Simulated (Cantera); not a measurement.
Charge: 1 mol SiH4, 21 mol N2, at 1175 K and 6000 Pa.

Equilibrium computed with Cantera from the NASA thermochemical tables; the gas is ideal and each condensed phase is pure. Candidate condensed phases: Si, Si3N4; 18 gas species. N2 is the only nitrogen source here; it is nearly inert below about 1500 K, so the nitride shown seldom forms there in practice. Rates play no part.

### Question
What is the equilibrium state?

### Answer
- x(N2) = 0.910
- x(H2) = 0.0896
- n(Si3N4(s)) = 0.333 mol
- gas amount = 22.33 mol
- log10 activity of Si(s) (absent) = -4.42
